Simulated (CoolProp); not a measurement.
Properties of R134a along the isobar 5.81 MPa (Tc = 101.1 °C, pc = 4.059 MPa, ω = 0.327).

Model: reference Helmholtz-energy equation of state, Tillner-Roth 1994, in CoolProp.

```json
[
 {"T (°C)": "80.45", "phase": "liquid", "density (kg/m³)": "999.6", "cv (kJ/(kg K))": "0.9902", "speed of sound (m/s)": "319.2", "Joule-Thomson coefficient (K/MPa)": "0.6031", "fugacity coefficient": "0.3686"},
 {"T (°C)": "87.15", "phase": "liquid", "density (kg/m³)": "959.1", "cv (kJ/(kg K))": "1.003", "speed of sound (m/s)": "287.7", "Joule-Thomson coefficient (K/MPa)": "0.8364", "fugacity coefficient": "0.4073"},
 {"T (°C)": "93.95", "phase": "liquid", "density (kg/m³)": "911.9", "cv (kJ/(kg K))": "1.018", "speed of sound (m/s)": "254.3", "Joule-Thomson coefficient (K/MPa)": "1.179", "fugacity coefficient": "0.4475"},
 {"T (°C)": "100.65", "phase": "liquid", "density (kg/m³)": "856.1", "cv (kJ/(kg K))": "1.035", "speed of sound (m/s)": "219.3", "Joule-Thomson coefficient (K/MPa)": "1.710", "fugacity coefficient": "0.4875"},
 {"T (°C)": "107.45", "phase": "supercritical", "density (kg/m³)": "783.2", "cv (kJ/(kg K))": "1.059", "speed of sound (m/s)": "181.1", "Joule-Thomson coefficient (K/MPa)": "2.661", "fugacity coefficient": "0.5277"},
 {"T (°C)": "114.25", "phase": "supercritical", "density (kg/m³)": "677.2", "cv (kJ/(kg K))": "1.094", "speed of sound (m/s)": "141.9", "Joule-Thomson coefficient (K/MPa)": "4.590", "fugacity coefficient": "0.5663"},
 {"T (°C)": "120.95", "phase": "supercritical", "density (kg/m³)": "526.7", "cv (kJ/(kg K))": "1.127", "speed of sound (m/s)": "118.7", "Joule-Thomson coefficient (K/MPa)": "7.544", "fugacity coefficient": "0.6007"},
 {"T (°C)": "127.75", "phase": "supercritical", "density (kg/m³)": "408.0", "cv (kJ/(kg K))": "1.113", "speed of sound (m/s)": "119.5", "Joule-Thomson coefficient (K/MPa)": "9.004", "fugacity coefficient": "0.6301"},
 {"T (°C)": "134.55", "phase": "supercritical", "density (kg/m³)": "345.0", "cv (kJ/(kg K))": "1.094", "speed of sound (m/s)": "126.2", "Joule-Thomson coefficient (K/MPa)": "8.962", "fugacity coefficient": "0.6552"},
 {"T (°C)": "141.25", "phase": "supercritical", "density (kg/m³)": "307.4", "cv (kJ/(kg K))": "1.083", "speed of sound (m/s)": "132.9", "Joule-Thomson coefficient (K/MPa)": "8.524", "fugacity coefficient": "0.6770"},
 {"T (°C)": "148.05", "phase": "supercritical", "density (kg/m³)": "280.9", "cv (kJ/(kg K))": "1.077", "speed of sound (m/s)": "139.1", "Joule-Thomson coefficient (K/MPa)": "8.010", "fugacity coefficient": "0.6969"},
 {"T (°C)": "154.75", "phase": "supercritical", "density (kg/m³)": "261.3", "cv (kJ/(kg K))": "1.074", "speed of sound (m/s)": "144.7", "Joule-Thomson coefficient (K/MPa)": "7.517", "fugacity coefficient": "0.7149"},
 {"T (°C)": "161.55", "phase": "supercritical", "density (kg/m³)": "245.5", "cv (kJ/(kg K))": "1.074", "speed of sound (m/s)": "149.9", "Joule-Thomson coefficient (K/MPa)": "7.053", "fugacity coefficient": "0.7317"},
 {"T (°C)": "168.35", "phase": "supercritical", "density (kg/m³)": "232.5", "cv (kJ/(kg K))": "1.076", "speed of sound (m/s)": "154.7", "Joule-Thomson coefficient (K/MPa)": "6.628", "fugacity coefficient": "0.7472"},
 {"T (°C)": "175.05", "phase": "supercritical", "density (kg/m³)": "221.7", "cv (kJ/(kg K))": "1.078", "speed of sound (m/s)": "159.1", "Joule-Thomson coefficient (K/MPa)": "6.246", "fugacity coefficient": "0.7614"},
 {"T (°C)": "181.85", "phase": "supercritical", "density (kg/m³)": "212.2", "cv (kJ/(kg K))": "1.082", "speed of sound (m/s)": "163.3", "Joule-Thomson coefficient (K/MPa)": "5.892", "fugacity coefficient": "0.7749"}
]
```
